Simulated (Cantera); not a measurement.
Input: 1 mol Si3H8, 0.12 mol Cl2, 17 mol N2, 1.7 mol HCl, at 1.00 bar.

Equilibrium computed with Cantera from the NASA thermochemical tables; the gas is ideal and each condensed phase is pure. Candidate condensed phases: NH4Cl, Si, Si3N4; 28 gas species. The feed counts by its element totals alone. N2 is the only nitrogen source here; it is nearly inert below about 1500 K, so the nitride shown seldom forms there in practice. The numbers say what is thermodynamically allowed, not how fast it happens.

Over these rows the condensed part is Si3N4(s). Partial pressures as log10 of bar:

```
T (K)  1000/T (1/K)  log p SiCl2  log p N2  log p H2  log p HCl
-----  ------------  -----------  --------  --------  ---------
1373         0.7283        -4.47     -0.14     -0.73      -1.04
1448         0.6906        -3.95     -0.14     -0.73      -1.04
1523         0.6566        -3.50     -0.14     -0.73      -1.04
1598         0.6258        -3.09     -0.14     -0.73      -1.05
1673         0.5977        -2.74     -0.14     -0.72      -1.06
1748         0.5721            ?     -0.14     -0.72      -1.08
```

Q: Fit log p(SiCl2) = a + b·(1000/T) to the five rows, give the apparent enthalpy, and predict the row at 1748 K.

A: Means: 1000/T = 0.6598, log p = -3.550. Sxy = -0.141441, Sxx = 0.0106635, so b = -13.26 and a = -3.550 − (-13.26)×0.6598 = 5.20.
Apparent enthalpy: −19.145 × (-13.26) = 254 kJ/mol. With the condensed phases at unit activity, 1/3 Si3N4(s) + 2 HCl(g) = SiCl2(g) + 2/3 N2(g) + H2(g) links this pressure to the main gases: over the six rows their terms move log p by -0.09 in all, so the slope is close to that reaction's ΔH°. The five rows lie within 0.01 of the line.
Prediction at 1748 K: 5.20 + (-13.26)×0.5721 = -2.39. The computed value is -2.44, 0.05 from the line.
